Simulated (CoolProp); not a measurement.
Vapour-liquid equilibrium of R125 (1) + R134a (2) at 6.05 °C; x and y are mole fractions of (1).

Model: multi-fluid Helmholtz-energy mixture model, Lemmon 2005 and Tillner-Roth 1994; pair parameters Lemmon 2004, in CoolProp.

```tsv
x	bubble pressure, mixture model (MPa)	bubble pressure, Raoult's law (MPa)	y, mixture model	y, Raoult's law
0.05	?	0.3849	?	0.105
0.2	?	0.4517	0.341	0.358
0.35	0.5213	0.5185	0.520	0.545
0.5	?	0.5854	0.662	0.690
0.65	0.6530	0.6522	0.780	0.805
0.8	0.7188	0.7190	0.881	0.899
0.95	0.7856	0.7859	?	0.977
```

**Question.** Complete the blanks.

**Answer.** 
- 0.05, bubble pressure, mixture model (MPa): 0.3859
- 0.05, y, mixture model: 0.101
- 0.2, bubble pressure, mixture model (MPa): 0.4543
- 0.5, bubble pressure, mixture model (MPa): 0.5873
- 0.95, y, mixture model: 0.972

The largest gap from Raoult's law is +0.6 % in bubble pressure, at x = 0.2. No azeotrope shows between x = 0.05 and 0.95.

Pair parameters are fitted to limited data, so mixtures are less certain than the pure fluids.
